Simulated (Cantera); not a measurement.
Input (Python, Cantera):

```python
import numpy as np
import cantera as ct

gas = ct.Solution("gri30.yaml")
gas.TPX = 1025, 500000, {'CH4': 1, 'O2': 1.54, 'N2': 5.78}
reactor = ct.IdealGasReactor(gas, energy="on", clone=False)
net = ct.ReactorNet([reactor])
net.rtol, net.atol = 1e-08, 1e-16
show = ['CH4', 'O2', 'NO', 'CH3', 'HCN', 'CH2CO', 'H2']
times = np.geomspace(2e-06, 1, 10)

steps = ct.SolutionArray(gas, extra=["t"])
rows = []
print(f"{'t/s':>10s}{'T/K':>9s}{'P/Pa':>11s}" + "".join(f"{s:>11s}" for s in show))
for t in times:
    while net.time < t:
        t_next = net.step()
        steps.append(gas.state, t=t_next)
    rows.append([np.interp(t, steps.t, y) for y in (steps.T, steps.P, *steps(*show).X.T)])
    print(f"{t:10.3e}{rows[-1][0]:9.1f}{rows[-1][1]:11.4g}" + "".join(f"{x:11.3e}" for x in rows[-1][2:]))
rate = np.gradient(steps.T, steps.t)
print("integrator steps:", len(steps.t))
if steps.T.max() > steps.T[0] + 200:
    print(f"time of steepest temperature rise: {steps.t[rate.argmax()]:.4e} s")
gas.TPX = 1025, 500000, {'CH4': 1, 'O2': 1.54, 'N2': 5.78}
gas.equilibrate("UV")
print(f"equilibrium (UV): T = {gas.T:.1f} K  " + "  ".join(f"{s} {gas[s].X[0]:.3e}" for s in show))
```

It prints:

```
       t/s      T/K       P/Pa        CH4         O2         NO        CH3        HCN      CH2CO         H2
 2.000e-06   1025.0      5e+05  1.202e-01  1.851e-01  4.734e-27  2.090e-10  1.134e-30  4.791e-32  2.467e-14
 8.595e-06   1025.0      5e+05  1.202e-01  1.851e-01  9.870e-26  9.006e-10  2.099e-29  2.759e-28  1.978e-13
 3.694e-05   1025.0      5e+05  1.202e-01  1.851e-01  1.889e-24  3.913e-09  3.927e-28  8.013e-25  2.513e-12
 1.587e-04   1025.0      5e+05  1.202e-01  1.851e-01  3.666e-23  1.763e-08  7.647e-27  1.439e-21  4.693e-11
 6.822e-04   1025.0      5e+05  1.202e-01  1.851e-01  8.322e-22  9.232e-08  1.824e-25  3.370e-18  1.346e-09
 2.932e-03   1025.0      5e+05  1.202e-01  1.851e-01  3.159e-20  5.208e-07  8.782e-24  1.372e-14  5.837e-08
 1.260e-02   1025.1  5.001e+05  1.202e-01  1.851e-01  4.983e-19  7.868e-07  1.663e-22  3.702e-12  8.258e-07
 5.415e-02   1026.4  5.007e+05  1.200e-01  1.849e-01  8.021e-18  1.451e-06  4.175e-21  5.503e-10  1.284e-05
 2.327e-01   2886.6  1.501e+06  4.748e-12  1.179e-03  2.826e-03  1.093e-11  8.018e-08  5.098e-14  4.063e-02
 1.000e+00   2886.6  1.501e+06  4.748e-12  1.179e-03  2.826e-03  1.093e-11  8.018e-08  5.098e-14  4.063e-02
integrator steps: 2756
time of steepest temperature rise: 1.3287e-01 s
equilibrium (UV): T = 2886.6 K  CH4 5.523e-12  O2 1.179e-03  NO 2.826e-03  CH3 1.272e-11  HCN 8.018e-08  CH2CO 5.503e-14  H2 4.063e-02
```

Cantera simulation using GRI-Mech 3.0 (53 species, 325 reactions); the numbers are that mechanism's predictions, not measurements.
